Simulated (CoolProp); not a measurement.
A single-stage vapour-compression cycle with R152A: evaporating at 274.15 K (dew point), condensing at 297.15 K (bubble point), superheat 5 K, subcooling 0 K, compressor efficiency 0.9, no pressure losses. Each further row changes one setting.

Values from CoolProp's reference Helmholtz-energy equation of state, Outcalt 1996. It is a modified Benedict-Webb-Rubin equation, recast in Helmholtz form.

| case | cooling COP | pressure ratio | discharge temperature (K) | refrigerating effect (kJ/kg) | volumetric capacity (kJ/m³) |
|---|---|---|---|---|---|
| as stated | 9.72 | 2.12 | 312.3 | 271 | 2290 |
| evaporating temperature 279.15 K | … | 1.78 | … | … | … |
| condensing temperature 292.15 K | 12.7 | … | 305.4 | 280 | 2370 |
| subcooling 5 K | … | 2.12 | 312.3 | 280 | 2370 |
| superheat 15 K | 9.65 | 2.12 | 322.4 | 282 | … |
| compressor efficiency 0.8 | 8.64 | 2.12 | 315.2 | 271 | 2290 |

Some entries are withheld; supply them.


- evaporating temperature 279.15 K, cooling COP: 12.9
- evaporating temperature 279.15 K, discharge temperature (K): 309.8
- evaporating temperature 279.15 K, refrigerating effect (kJ/kg): 275
- evaporating temperature 279.15 K, volumetric capacity (kJ/m³): 2740
- condensing temperature 292.15 K, pressure ratio: 1.82
- subcooling 5 K, cooling COP: 10.0
- superheat 15 K, volumetric capacity (kJ/m³): 2280
